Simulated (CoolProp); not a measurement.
Vapour-liquid equilibrium of R114 (1) + benzene (2) at 65.65 °C; x and y are mole fractions of (1).

The numbers come from the multi-fluid Helmholtz-energy mixture model, Platzer 1990 and Thol 2012; pair parameters Bell 2016 in CoolProp. This equation is an older, rougher fit; its heat capacities, sound speeds and derivatives of the liquid may be far off and weren't checked against measurements.

Question: Give the bubble pressure and the first vapour's composition at x = 0.275, 0.5, 0.8. Is there an azeotrope?

Answer: x = 0.275: 0.3443 MPa, y = 0.839; x = 0.5: 0.4477 MPa, y = 0.893; x = 0.8: 0.5663 MPa, y = 0.949. No azeotrope shows between x = 0.05 and 0.95.

The pair parameters rest on a limited set of measurements; away from them the model extrapolates. With so large a gap from Raoult's law the liquid may split in two, which this calculation doesn't test in full.
